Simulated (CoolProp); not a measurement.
Vapour-liquid equilibrium of CHF3 (R23) (1) + R143a (2) at 0.103 MPa; x and y are mole fractions of (1).

Values from CoolProp's multi-fluid Helmholtz-energy mixture model, Penoncello 2003 and Lemmon and Jacobsen 2000; pair parameters Bell 2016.

| x | bubble temperature (K) | y at the bubble point | dew temperature at overall composition x (K) | liquid density (mol/L) |
|---|---|---|---|---|
| 0.05 | 222.9 | 0.187 | 225.4 | 14.17 |
| 0.2 | 213.7 | 0.569 | 222.6 | 15.11 |
| 0.35 | 206.6 | 0.766 | 219.4 | 16.06 |
| 0.5 | 201.4 | 0.869 | 215.7 | 17.02 |
| 0.65 | 197.5 | 0.926 | 211.1 | 18.01 |
| 0.8 | 194.6 | 0.963 | 205.0 | 19.07 |
| 0.95 | 192.2 | 0.991 | 195.7 | 20.22 |

No azeotrope shows between x = 0.05 and 0.95.

The pair parameters rest on a limited set of measurements; away from them the model extrapolates. The gap from Raoult's law changes sign with composition, which may be real or a fault of the pair parameters; it wasn't checked against measurements.
